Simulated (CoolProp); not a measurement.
Vapour pressure (MPa) of dimethyl ether: the reference equation beside estimates from Tc = 400.4 K, pc = 5.337 MPa, ω = 0.196.

Computed with CoolProp (reference Helmholtz-energy equation of state, Wu 2011).

```json
[
 {"T (K)": "232.3", "reference": "0.04759", "Lee-Kesler": "0.04655", "van der Waals": "0.3809", "Redlich-Kwong": "0.07614", "Soave-Redlich-Kwong": "0.04696", "Peng-Robinson": "0.04832"},
 {"T (K)": "235.3", "reference": "0.05530", "Lee-Kesler": "0.05419", "van der Waals": "0.4109", "Redlich-Kwong": "0.08761", "Soave-Redlich-Kwong": "0.05461", "Peng-Robinson": "0.05602"},
 {"T (K)": "238.3", "reference": "0.06398", "Lee-Kesler": "0.06280", "van der Waals": "0.4425", "Redlich-Kwong": "0.1004", "Soave-Redlich-Kwong": "0.06323", "Peng-Robinson": "0.06468"},
 {"T (K)": "241.3", "reference": "0.07372", "Lee-Kesler": "0.07248", "van der Waals": "0.4757", "Redlich-Kwong": "0.1145", "Soave-Redlich-Kwong": "0.07290", "Peng-Robinson": "0.07438"},
 {"T (K)": "244.3", "reference": "0.08459", "Lee-Kesler": "0.08331", "van der Waals": "0.5105", "Redlich-Kwong": "0.1301", "Soave-Redlich-Kwong": "0.08372", "Peng-Robinson": "0.08521"},
 {"T (K)": "247.3", "reference": "0.09670", "Lee-Kesler": "0.09538", "van der Waals": "0.5470", "Redlich-Kwong": "0.1473", "Soave-Redlich-Kwong": "0.09578", "Peng-Robinson": "0.09725"},
 {"T (K)": "250.2", "reference": "0.1097", "Lee-Kesler": "0.1083", "van der Waals": "0.5840", "Redlich-Kwong": "0.1654", "Soave-Redlich-Kwong": "0.1087", "Peng-Robinson": "0.1101"},
 {"T (K)": "253.2", "reference": "0.1245", "Lee-Kesler": "0.1231", "van der Waals": "0.6239", "Redlich-Kwong": "0.1859", "Soave-Redlich-Kwong": "0.1235", "Peng-Robinson": "0.1248"},
 {"T (K)": "256.2", "reference": "0.1408", "Lee-Kesler": "0.1395", "van der Waals": "0.6657", "Redlich-Kwong": "0.2083", "Soave-Redlich-Kwong": "0.1398", "Peng-Robinson": "0.1411"},
 {"T (K)": "259.2", "reference": "0.1587", "Lee-Kesler": "0.1575", "van der Waals": "0.7093", "Redlich-Kwong": "0.2326", "Soave-Redlich-Kwong": "0.1577", "Peng-Robinson": "0.1589"},
 {"T (K)": "262.2", "reference": "0.1784", "Lee-Kesler": "0.1773", "van der Waals": "0.7548", "Redlich-Kwong": "0.2590", "Soave-Redlich-Kwong": "0.1774", "Peng-Robinson": "0.1784"},
 {"T (K)": "265.2", "reference": "0.1999", "Lee-Kesler": "0.1989", "van der Waals": "0.8021", "Redlich-Kwong": "0.2875", "Soave-Redlich-Kwong": "0.1990", "Peng-Robinson": "0.1998"},
 {"T (K)": "268.2", "reference": "0.2234", "Lee-Kesler": "0.2225", "van der Waals": "0.8514", "Redlich-Kwong": "0.3183", "Soave-Redlich-Kwong": "0.2226", "Peng-Robinson": "0.2231"}
]
```

Absolute difference from the reference over all 13 rows, mean and median: Lee-Kesler 1.2 and 1.3 %, van der Waals 454.5 and 432.4 %, Redlich-Kwong 51.0 and 50.8 %, Soave-Redlich-Kwong 0.9 and 0.9 %, Peng-Robinson 0.6 and 0.4 %.
